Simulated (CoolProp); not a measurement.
Computed with CoolProp (reference Helmholtz-energy equation of state, Lemmon 2006). It is a short technical equation, of lower accuracy than the large ones.

Q: For CH3F (R41), give the phase and the density (kg/m³), cp (kJ/(kg K)), cv (kJ/(kg K)), Joule-Thomson coefficient (K/MPa) at 324.8 K and 21.7 bar.

A: 
- 324.8 K and 21.7 bar: gas; density 31.9, cp 1.50, cv 1.02, Joule-Thomson coefficient 13.4
